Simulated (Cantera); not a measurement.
What does this Cantera script print?

```python
import numpy as np
import cantera as ct

gas = ct.Solution("h2o2.yaml")
gas.TPX = 625, 11000, {'H2': 1, 'O2': 0.357, 'N2': 1.54}
flame = ct.FreeFlame(gas, width=0.19)
flame.set_refine_criteria(ratio=3, slope=0.08, curve=0.16)
flame.transport_model = "mixture-averaged"
flame.solve(loglevel=0, auto=True)
z, T = flame.grid, flame.T
thick = (T[-1] - T[0]) / np.gradient(T, z).max()
show = ['H2', 'O2', 'H2O2', 'H2O', 'OH', 'O']
print(f"laminar burning velocity  {flame.velocity[0] * 100:.3f} cm/s")
print(f"burnt temperature         {T[-1]:.1f} K")
print(f"thermal thickness         {thick * 1e3:.4f} mm")
print(f"grid points               {len(z)}")
z0 = z[flame.heat_release_rate.argmax()]
print(f"{'z/mm':>9s}{'T/K':>9s}{'u/(m/s)':>9s}" + "".join(f"{s:>11s}" for s in show))
rows = []
for k in (-3, -2, -1.5, -1, -0.5, -0.25, 0, 0.25, 0.5, 1, 2, 4, 8):
    zz = z0 + k * thick
    rows.append([k * thick, np.interp(zz, z, T), np.interp(zz, z, flame.velocity),
                 *(np.interp(zz, z, flame.X[gas.species_index(s)]) for s in show)])
    print(f"{rows[-1][0] * 1e3:9.3f}{rows[-1][1]:9.1f}{rows[-1][2]:9.3f}" + "".join(f"{x:11.3e}" for x in rows[-1][3:]))
```

It prints:

```
laminar burning velocity  644.064 cm/s
burnt temperature         2350.9 K
thermal thickness         8.6947 mm
grid points               142
     z/mm      T/K  u/(m/s)         H2         O2       H2O2        H2O         OH          O
  -26.084    625.0    6.441  3.452e-01  1.232e-01  5.992e-16  1.844e-15  2.181e-17  2.894e-16
  -17.389    625.0    6.441  3.452e-01  1.232e-01  1.323e-15  1.770e-12  1.124e-14  1.406e-13
  -13.042    625.0    6.441  3.452e-01  1.232e-01  3.268e-14  8.643e-11  1.063e-12  1.222e-11
   -8.695    625.0    6.441  3.452e-01  1.232e-01  7.070e-11  3.589e-08  5.867e-10  3.874e-09
   -4.347    631.0    6.498  3.441e-01  1.231e-01  2.209e-07  4.164e-04  1.613e-05  7.599e-06
   -2.174    726.4    7.426  3.251e-01  1.198e-01  2.449e-07  9.315e-03  2.024e-04  2.343e-04
    0.000   1082.4   10.792  1.841e-01  7.235e-02  3.320e-07  1.069e-01  2.440e-03  6.103e-03
    2.174   1341.5   13.206  8.300e-02  1.623e-02  3.853e-07  2.118e-01  5.669e-03  9.006e-03
    4.347   1443.1   14.111  8.074e-02  1.159e-02  3.530e-07  2.213e-01  7.128e-03  8.751e-03
    8.695   1567.2   15.189  8.646e-02  9.912e-03  2.615e-07  2.256e-01  8.851e-03  8.261e-03
   17.389   1707.8   16.378  9.225e-02  8.136e-03  1.536e-07  2.313e-01  1.049e-02  7.220e-03
   34.779   1857.2   17.605  9.710e-02  6.178e-03  8.009e-08  2.387e-01  1.159e-02  5.712e-03
   69.558   2003.1   18.768  1.007e-01  4.263e-03  4.183e-08  2.473e-01  1.168e-02  4.020e-03
```

Model: the H2/O2 subset of GRI-Mech 3.0, which has no nitrogen chemistry, integrated in Cantera. Burning velocities carry a grid error of a few per cent, more on coarse grids.
